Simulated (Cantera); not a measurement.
C + H2 + N2 (carbon deposition, reforming and gasification)

A closed system holds: 1 mol C, 21 mol H2, 16 mol N2, held at 1723.15 K and 100 Torr.

Cantera equilibrium calculation (NASA polynomials, part measured and part estimated; ideal gas, pure solids and liquids). Candidate condensed phases: C, C6H6, C7H8, C8H18; 92 gas species. The numbers say what is thermodynamically allowed, not how fast it happens.

x(H2): 0.566
x(N2): 0.431
x(HCN): 0.00205
x(H): 0.000376
x(HNC): 6.50e-5
x(C2H2 (acetylene)): 5.13e-5
x(CH4): 4.30e-5
x(NH3): 1.29e-6
n(C(graphite)): 0.916 mol
gas amount: 37.01 mol
